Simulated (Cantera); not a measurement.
Charge: 1 mol Al, 28 mol O2, 30 mol H2, held at 1725 °C and 1.33 mbar.

These are equilibrium values from Cantera (NASA tables, ideal gas, pure condensed phases), not measurements of a reactor. Candidate condensed phases: Al, Al2O3, H2O; 19 gas species. Equilibrium is a limit: real reactors are often held back by kinetics, nucleation or transport.

Base state: H2O 0.669, O2 0.278, OH 0.0294, H2 0.00988, O 0.00952, H 0.00437 (mole fractions); condensed: Al2O3(s).

**Question.** What changes in the equilibrium state with this change: O2 from 28 to 4.9 mol?

**Answer.** 
| species | before | after |
|---|---|---|
| H2 | 0.00988 | 0.692 |
| H2O | 0.669 | 0.270 |
| H | 0.00437 | 0.0366 |
| O2 | 0.278 | 9.23e-6 |
| OH | 0.0294 | 0.00142 |
| O | 0.00952 | 5.49e-5 |
| Al2O3(s), mol | 0.500 | 0.500 |
